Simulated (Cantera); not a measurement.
Input (Python, Cantera):

```python
import numpy as np
import cantera as ct

gas = ct.Solution("gri30.yaml")
gas.TPX = 923, 2666, {'H2': 0.01, 'O2': 1, 'N2': 0.025}
reactor = ct.IdealGasConstPressureReactor(gas, energy="off", clone=False)
net = ct.ReactorNet([reactor])
net.rtol, net.atol = 1e-08, 1e-18
show = ['H2', 'O2', 'HO2', 'OH', 'H', 'H2O']
times = np.geomspace(3e-06, 100, 11)

steps = ct.SolutionArray(gas, extra=["t"])
rows = []
print(f"{'t/s':>10s}{'T/K':>9s}{'P/Pa':>11s}" + "".join(f"{s:>11s}" for s in show))
for t in times:
    while net.time < t:
        t_next = net.step()
        steps.append(gas.state, t=t_next)
    rows.append([np.interp(t, steps.t, y) for y in (steps.T, steps.P, *steps(*show).X.T)])
    print(f"{t:10.3e}{rows[-1][0]:9.1f}{rows[-1][1]:11.4g}" + "".join(f"{x:11.3e}" for x in rows[-1][2:]))
rate = np.gradient(steps.T, steps.t)
print("integrator steps:", len(steps.t))
if steps.T.max() > steps.T[0] + 200:
    print(f"time of steepest temperature rise: {steps.t[rate.argmax()]:.4e} s")
gas.TPX = 923, 2666, {'H2': 0.01, 'O2': 1, 'N2': 0.025}
gas.equilibrate("TP")
print(f"equilibrium (TP): T = {gas.T:.1f} K  " + "  ".join(f"{s} {gas[s].X[0]:.3e}" for s in show))
```

It prints:

```
       t/s      T/K       P/Pa         H2         O2        HO2         OH          H        H2O
 3.000e-06    923.0       2666  9.662e-03  9.662e-01  5.539e-14  7.110e-16  5.459e-14  2.879e-18
 1.696e-05    923.0       2666  9.662e-03  9.662e-01  3.142e-13  2.099e-14  2.907e-13  4.244e-16
 9.587e-05    923.0       2666  9.662e-03  9.662e-01  1.803e-12  5.084e-13  1.242e-12  5.913e-14
 5.420e-04    923.0       2666  9.662e-03  9.662e-01  1.068e-11  6.823e-12  4.291e-12  5.128e-12
 3.064e-03    923.0       2666  9.662e-03  9.662e-01  1.034e-10  2.658e-10  1.144e-10  6.824e-10
 1.732e-02    923.0       2666  5.411e-03  9.637e-01  9.751e-06  6.004e-04  6.670e-04  3.618e-03
 9.791e-02    923.0       2666  2.698e-05  9.658e-01  1.216e-06  3.860e-05  2.971e-06  9.659e-03
 5.535e-01    923.0       2666  1.503e-06  9.660e-01  1.668e-07  7.907e-06  3.031e-08  9.703e-03
 3.129e+00    923.0       2666  6.442e-08  9.660e-01  1.549e-08  1.942e-06  4.119e-10  9.708e-03
 1.769e+01    923.0       2666  8.667e-10  9.660e-01  1.604e-09  5.868e-07  1.118e-11  9.708e-03
 1.000e+02    923.0       2666  3.418e-11  9.660e-01  2.322e-10  2.128e-07  5.387e-13  9.709e-03
integrator steps: 1319
equilibrium (TP): T = 923.0 K  H2 4.437e-13  O2 9.660e-01  HO2 9.700e-11  OH 2.552e-08  H 1.005e-15  H2O 9.709e-03
```

Cantera simulation using GRI-Mech 3.0 (53 species, 325 reactions); the numbers are that mechanism's predictions, not measurements. Radical loss at walls, strong at low pressure, is not modelled. Below about 950 K walls govern HO2 and H2O2 in real vessels.
